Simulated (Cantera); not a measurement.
Input (Python, Cantera):

```python
import numpy as np
import cantera as ct

gas = ct.Solution("gri30.yaml")
gas.TPX = 1675, 1000000, {'CH4': 1, 'C2H6': 0.24, 'C3H8': 0.21, 'O2': 7.34, 'N2': 27.6}
reactor = ct.IdealGasReactor(gas, energy="on", clone=False)
net = ct.ReactorNet([reactor])
net.rtol, net.atol = 1e-08, 1e-16
show = ['CH4', 'C2H6', 'C3H8', 'CH3', 'O2']
times = np.geomspace(2e-06, 5, 15)

steps = ct.SolutionArray(gas, extra=["t"])
rows = []
print(f"{'t/s':>10s}{'T/K':>9s}{'P/Pa':>11s}" + "".join(f"{s:>11s}" for s in show))
for t in times:
    while net.time < t:
        t_next = net.step()
        steps.append(gas.state, t=t_next)
    rows.append([np.interp(t, steps.t, y) for y in (steps.T, steps.P, *steps(*show).X.T)])
    print(f"{t:10.3e}{rows[-1][0]:9.1f}{rows[-1][1]:11.4g}" + "".join(f"{x:11.3e}" for x in rows[-1][2:]))
rate = np.gradient(steps.T, steps.t)
print("integrator steps:", len(steps.t))
if steps.T.max() > steps.T[0] + 200:
    print(f"time of steepest temperature rise: {steps.t[rate.argmax()]:.4e} s")
gas.TPX = 1675, 1000000, {'CH4': 1, 'C2H6': 0.24, 'C3H8': 0.21, 'O2': 7.34, 'N2': 27.6}
gas.equilibrate("UV")
print(f"equilibrium (UV): T = {gas.T:.1f} K  " + "  ".join(f"{s} {gas[s].X[0]:.3e}" for s in show))
```

It prints:

```
       t/s      T/K       P/Pa        CH4       C2H6       C3H8        CH3         O2
 2.000e-06   1675.0  1.003e+06  2.637e-02  5.593e-03  4.268e-03  1.267e-03  1.993e-01
 5.728e-06   2068.2  1.275e+06  8.854e-03  1.418e-04  7.975e-06  2.376e-03  1.537e-01
 1.641e-05   2856.7  1.741e+06  1.720e-16  1.627e-30  2.361e-44  1.562e-15  9.126e-02
 4.699e-05   2851.4  1.737e+06  1.227e-16  4.169e-31  3.992e-45  1.105e-15  8.974e-02
 1.346e-04   2839.1  1.729e+06  1.144e-16  3.685e-31  3.340e-45  1.004e-15  8.652e-02
 3.855e-04   2823.6  1.719e+06  1.045e-16  3.139e-31  2.654e-45  8.877e-16  8.251e-02
 1.104e-03   2817.9  1.715e+06  1.010e-16  2.955e-31  2.434e-45  8.475e-16  8.104e-02
 3.162e-03   2817.7  1.715e+06  1.009e-16  2.950e-31  2.428e-45  8.464e-16  8.100e-02
 9.057e-03   2817.7  1.715e+06  1.009e-16  2.950e-31  2.428e-45  8.464e-16  8.100e-02
 2.594e-02   2817.7  1.715e+06  1.009e-16  2.950e-31  2.428e-45  8.464e-16  8.100e-02
 7.430e-02   2817.7  1.715e+06  1.009e-16  2.950e-31  2.428e-45  8.464e-16  8.100e-02
 2.128e-01   2817.7  1.715e+06  1.009e-16  2.950e-31  2.428e-45  8.464e-16  8.100e-02
 6.095e-01   2817.7  1.715e+06  1.009e-16  2.950e-31  2.428e-45  8.464e-16  8.100e-02
 1.746e+00   2817.7  1.715e+06  1.009e-16  2.950e-31  2.428e-45  8.464e-16  8.100e-02
 5.000e+00   2817.7  1.715e+06  1.009e-16  2.950e-31  2.428e-45  8.464e-16  8.100e-02
integrator steps: 1658
time of steepest temperature rise: 5.9872e-06 s
equilibrium (UV): T = 2817.7 K  CH4 1.419e-16  C2H6 5.423e-31  C3H8 4.665e-45  CH3 1.190e-15  O2 8.100e-02
```

Cantera simulation using GRI-Mech 3.0 (53 species, 325 reactions); the numbers are that mechanism's predictions, not measurements. GRI-Mech 3.0 was tuned for natural gas; its chemistry of propane as a main component is partial and can be far from experiment.
